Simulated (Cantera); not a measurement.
An isothermal, constant-pressure homogeneous reactor starts with N₂O : N₂ = 2.6 : 2.7 (molar parts), at 1200 K and 10.00 Torr.

Model: GRI-Mech 3.0 (53 species, 325 reactions), integrated in Cantera. GRI-Mech 3.0 was tuned for natural gas; its chemistry of N2O as a main component is partial and can be far from experiment. Radical loss at walls, strong at low pressure, is not modelled. The mechanism lacks the step 2 NO + O2 → 2 NO2, which can matter for NO2 below about 1400 K. The temperature is held fixed by assumption; the heat of reaction is taken as removed at once.

x: mole fraction; the columns are a selection and need not sum to one.

| t (s) | x N₂O | x NO | x O₂ | x O | x N₂ | x NO₂ |
|---|---|---|---|---|---|---|
| 1.00e-6 | 0.491 | <1e-12 | 1.02e-12 | 2.02e-9 | 0.509 | <1e-12 |
| 6.99e-6 | 0.491 | 1.14e-11 | 4.87e-11 | 1.41e-8 | 0.509 | <1e-12 |
| 4.89e-5 | 0.491 | 5.48e-10 | … | … | 0.509 | <1e-12 |
| 0.000342 | 0.491 | 2.42e-8 | 1.03e-7 | 5.75e-7 | 0.509 | <1e-12 |
| 0.00239 | 0.491 | 6.56e-7 | 2.80e-6 | 1.70e-6 | 0.509 | <1e-12 |
| 0.0167 | 0.490 | 6.70e-6 | 2.86e-5 | 1.83e-6 | 0.509 | 8.32e-12 |
| 0.117 | 0.490 | 4.91e-5 | 0.000209 | 1.83e-6 | 0.510 | 4.32e-10 |
| 0.818 | 0.486 | … | … | 1.83e-6 | 0.512 | … |
| 5.72 | 0.463 | 0.00234 | 0.00998 | 1.83e-6 | 0.525 | 3.00e-7 |
| 40.0 | 0.330 | 0.0135 | 0.0576 | 1.83e-6 | 0.599 | 2.34e-6 |

Task: Complete the blanks.

Result: 
- 4.89e-5, x O₂: 2.34e-9
- 4.89e-5, x O: 9.61e-8
- 0.818, x NO: 0.000344
- 0.818, x O₂: 0.00147
- 0.818, x NO₂: 1.70e-8
